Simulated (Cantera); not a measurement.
A closed system holds: 1 mol SiH2Cl2, 3.4 mol H2, equilibrated at 1223.15 K and 10.0 Torr.

Equilibrium computed with Cantera from the NASA thermochemical tables; the gas is ideal and each condensed phase is pure. Candidate condensed phases: Si; 19 gas species. The tables' values for SiCl3 are old estimates; treat these amounts as uncertain. The numbers say what is thermodynamically allowed, not how fast it happens.

Base state: H2 0.794, HCl 0.113, SiCl2 0.0391, SiCl4 0.0339, SiCl3 0.0129, SiHCl3 0.00737, SiH2Cl2 0.000213 (mole fractions); condensed: Si(s).

Problem. What changes in the equilibrium state with this change: SiH2Cl2 replaced by Si3H8?

Solution. 
```json
[
 {"species": "H2", "before": "0.794", "after": "1.000"},
 {"species": "HCl", "before": "0.113", "after": "0"},
 {"species": "SiCl2", "before": "0.0391", "after": "0"},
 {"species": "SiCl4", "before": "0.0339", "after": "0"},
 {"species": "SiCl3", "before": "0.0129", "after": "0"},
 {"species": "SiHCl3", "before": "0.00737", "after": "0"},
 {"species": "SiH2Cl2", "before": "0.000213", "after": "0"},
 {"species": "Si(s), mol", "before": "0.518", "after": "3.00"}
]
```
The feed counts by its element totals alone.
